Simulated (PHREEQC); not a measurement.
PHREEQC input (ion-association model, wateq4f.dat):

```
SOLUTION_MASTER_SPECIES
  An  An-  0  An  62.0  # stands for a non-complexing anion
SOLUTION_SPECIES
  An- = An-
    -log_k 0
    -gamma 3.0 0
PHASES
  Fix_H+
    H+ = H+
    -log_k 0
SOLUTION 1
  temp 25
  units mmol/kgw
  pH 7 charge
  As(3) 0.00062
  Na 5.00062
  An 5
END
SELECTED_OUTPUT 1
  -reset false
  -pH true
  -pe true
  -ionic_strength true
  -water true
  -totals As Na As(3) As(5)
  -molalities Hfo_wOH Hfo_wOH2+ Hfo_wO- Hfo_sOH Hfo_sOH2+ Hfo_sO- Hfo_wH2AsO3
  -saturation_indices Arsenolite
USER_PUNCH 1
  -headings sigma psi
  10 PUNCH EDL("sigma", "Hfo"), EDL("psi", "Hfo")
PRINT
  -reset false
USE solution 1
SURFACE 1
  Hfo_wOH 0.000404494 600 0.18
  Hfo_sOH 1.01124e-05
EQUILIBRIUM_PHASES 1
  Fix_H+ -4 HAn 10
    -force_equality true
END
# ... the last block is repeated for the other 16 points of pH, with NaOH or the acid as the point needs
```

Selected output (columns that matter, 17 of 17 rows; pH added in front):

```
pH	mu	As	Na	m_Hfo_wOH	m_Hfo_wOH2+	m_Hfo_wO-	m_Hfo_sOH	m_Hfo_sOH2+	m_Hfo_sO-	m_Hfo_wH2AsO3	si_Arsenolite	sigma	psi
4	0.0052102	1.2079e-08	0.0050006	0.00019555	0.00020404	4.2933e-06	4.8961e-06	5.1088e-06	1.0749e-07	6.0791e-07	-14.455	0.18294	0.19353
4.5	0.005108	9.7665e-09	0.0050006	0.00024276	0.00015226	8.8672e-06	6.0782e-06	3.8122e-06	2.2202e-07	6.1022e-07	-14.639	0.13132	0.17703
5	0.0050619	8.6431e-09	0.0050006	0.00027483	0.00011385	1.5198e-05	6.8812e-06	2.8507e-06	3.8053e-07	6.1134e-07	-14.745	0.090351	0.15811
5.5	0.0050373	8.0959e-09	0.0050006	0.00029372	8.7605e-05	2.2559e-05	7.3541e-06	2.1935e-06	5.6484e-07	6.1188e-07	-14.803	0.059571	0.13697
6	0.0050227	7.8466e-09	0.0050006	0.00030332	7.0778e-05	2.9779e-05	7.5946e-06	1.7721e-06	7.4562e-07	6.1212e-07	-14.83	0.037548	0.1137
6.5	0.0050136	7.7519e-09	0.0050006	0.00030758	6.0448e-05	3.5854e-05	7.7012e-06	1.5135e-06	8.9771e-07	6.122e-07	-14.842	0.022523	0.088532
7	0.0050078	7.75e-09	0.0050006	0.00030926	5.4192e-05	4.0431e-05	7.7432e-06	1.3569e-06	1.0123e-06	6.1219e-07	-14.847	0.012603	0.0619
7.5	0.005004	7.8604e-09	0.0050006	0.00030986	5.0267e-05	4.3757e-05	7.7582e-06	1.2586e-06	1.0956e-06	6.1208e-07	-14.849	0.0059614	0.034304
8	0.0050012	8.2518e-09	0.0050006	0.00031003	4.7476e-05	4.6379e-05	7.7625e-06	1.1887e-06	1.1612e-06	6.1168e-07	-14.85	0.0010047	0.0062068
8.5	0.0050055	9.5016e-09	0.0050075	0.00030997	4.496e-05	4.8956e-05	7.7609e-06	1.1257e-06	1.2258e-06	6.1042e-07	-14.851	-0.0036594	-0.021977
9	0.0050161	1.3432e-08	0.0050213	0.00030961	4.2016e-05	5.2264e-05	7.7518e-06	1.052e-06	1.3086e-06	6.0649e-07	-14.856	-0.0093856	-0.049845
9.5	0.0050441	2.5596e-08	0.005054	0.00030853	3.8026e-05	5.7346e-05	7.7246e-06	9.5205e-07	1.4358e-06	5.9432e-07	-14.87	-0.017694	-0.076949
10	0.0051253	6.1495e-08	0.0051423	0.00030562	3.2527e-05	6.5784e-05	7.6512e-06	8.1431e-07	1.6469e-06	5.5842e-07	-14.916	-0.030458	-0.10276
10.5	0.0053709	1.5356e-07	0.005399	0.00029839	2.5428e-05	8.0213e-05	7.4683e-06	6.3644e-07	2.0077e-06	4.6638e-07	-15.052	-0.050174	-0.12663
11	0.0061347	3.2198e-07	0.00618	0.00028139	1.7171e-05	0.00010564	7.0399e-06	4.2959e-07	2.6429e-06	2.9798e-07	-15.39	-0.081019	-0.14762
11.5	0.0085657	4.9571e-07	0.0086394	0.00024283	8.8462e-06	0.0001527	6.0725e-06	2.2122e-07	3.8186e-06	1.2426e-07	-16.022	-0.13174	-0.16395
12	0.016533	5.8954e-07	0.016653	0.0001645	2.612e-06	0.00023735	4.1129e-06	6.5305e-08	5.9341e-06	3.0437e-08	-16.905	-0.21497	-0.17219
```

Species that the database lacks are ignored.
